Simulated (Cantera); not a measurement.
Input: 1 mol Cu₂O, 0.82 mol CH₄, 0.1 mol H₂, held at 0.100 bar.

Equilibrium computed with Cantera from the NASA thermochemical tables; the gas is ideal and each condensed phase is pure. Candidate condensed phases: C, C₆H₆, C₇H₈, C₈H₁₈, Cu, CuO, Cu(OH)₂, Cu₂O, H₂O; 113 gas species. Equilibrium is a limit: real reactors are often held back by kinetics, nucleation or transport.

x: gas mole fraction; n: condensed amount in mol.

```json
[
 {"T (K)": "850", "x H₂": "0.622", "x CO": "0.191", "x Cu": "<1e-12", "x H₂O": "0.0839", "x CO₂": "0.0789", "x CH₄": "0.0240", "x H": "5.11e-11", "n C(graphite)": "0.140", "n Cu(s)": "2.00", "n Cu(l)": "0"},
 {"T (K)": "1000", "x H₂": "0.636", "x CO": "0.292", "x Cu": "1.56e-10", "x H₂O": "0.0429", "x CO₂": "0.0282", "x CH₄": "0.000662", "x H": "5.73e-9", "n C(graphite)": "0", "n Cu(s)": "2.00", "n Cu(l)": "0"},
 {"T (K)": "1150", "x H₂": "0.629", "x CO": "0.300", "x Cu": "2.89e-8", "x H₂O": "0.0502", "x CO₂": "0.0201", "x CH₄": "1.64e-5", "x H": "1.87e-7", "n C(graphite)": "0", "n Cu(s)": "2.00", "n Cu(l)": "0"},
 {"T (K)": "1300", "x H₂": "0.625", "x CO": "0.305", "x Cu": "1.58e-6", "x H₂O": "0.0551", "x CO₂": "0.0153", "x CH₄": "9.68e-7", "x H": "2.76e-6", "n C(graphite)": "0", "n Cu(s)": "2.00", "n Cu(l)": "0"},
 {"T (K)": "1450", "x H₂": "0.621", "x CO": "0.308", "x Cu": "3.44e-5", "x H₂O": "0.0582", "x CO₂": "0.0121", "x CH₄": "1.05e-7", "x H": "2.36e-5", "n C(graphite)": "0", "n Cu(s)": "0", "n Cu(l)": "2.00"},
 {"T (K)": "1600", "x H₂": "0.619", "x CO": "0.310", "x Cu": "?", "x H₂O": "0.0602", "x CO₂": "?", "x CH₄": "?", "x H": "?", "n C(graphite)": "0", "n Cu(s)": "0", "n Cu(l)": "2.00"},
 {"T (K)": "1750", "x H₂": "0.616", "x CO": "0.311", "x Cu": "?", "x H₂O": "0.0615", "x CO₂": "?", "x CH₄": "?", "x H": "?", "n C(graphite)": "0", "n Cu(s)": "0", "n Cu(l)": "1.99"},
 {"T (K)": "1900", "x H₂": "0.605", "x CO": "0.307", "x Cu": "0.0162", "x H₂O": "0.0617", "x CO₂": "0.00744", "x CH₄": "1.11e-9", "x H": "0.00195", "n C(graphite)": "0", "n Cu(s)": "0", "n Cu(l)": "1.96"},
 {"T (K)": "2050", "x H₂": "0.570", "x CO": "0.291", "x Cu": "0.0677", "x H₂O": "0.0589", "x CO₂": "0.00632", "x CH₄": "3.29e-10", "x H": "0.00542", "n C(graphite)": "0", "n Cu(s)": "0", "n Cu(l)": "1.81"},
 {"T (K)": "2200", "x H₂": "0.462", "x CO": "0.239", "x Cu": "0.232", "x H₂O": "0.0485", "x CO₂": "0.00475", "x CH₄": "7.27e-11", "x H": "0.0121", "n C(graphite)": "0", "n Cu(s)": "0", "n Cu(l)": "1.21"}
]
```

Task: Fill in the missing entries.

Result: 
- 1750, x Cu: 0.00299
- 1750, x CO₂: 0.00857
- 1750, x CH₄: 3.96e-9
- 1750, x H: 0.000577
- 1600, x Cu: 0.000398
- 1600, x CO₂: 0.0100
- 1600, x CH₄: 1.74e-8
- 1600, x H: 0.000135
